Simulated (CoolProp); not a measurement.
A Linde-Hampson liquefier for carbon monoxide: isothermal reversible compression at 280 K from 1 atm to 15 MPa, throttling to 1 atm, return gas leaving the recuperator 0 K below the feed. Each further row changes one setting.

Model: reference Helmholtz-energy equation of state, Lemmon 2006, in CoolProp. It is a short technical equation, of lower accuracy than the large ones.

```json
[
 {"case": "as stated", "liquid yield per pass": "0.086", "compression work (kJ/kg of gas)": "412"},
 {"case": "high pressure 30 MPa", "liquid yield per pass": "0.124", "compression work (kJ/kg of gas)": "…"},
 {"case": "warm-end temperature 310 K", "liquid yield per pass": "…", "compression work (kJ/kg of gas)": "…"},
 {"case": "warm-end gap 5 K", "liquid yield per pass": "0.075", "compression work (kJ/kg of gas)": "412"}
]
```

### Question
Fill in the missing entries.

### Answer

- high pressure 30 MPa, compression work (kJ/kg of gas): 472
- warm-end temperature 310 K, liquid yield per pass: 0.063
- warm-end temperature 310 K, compression work (kJ/kg of gas): 459
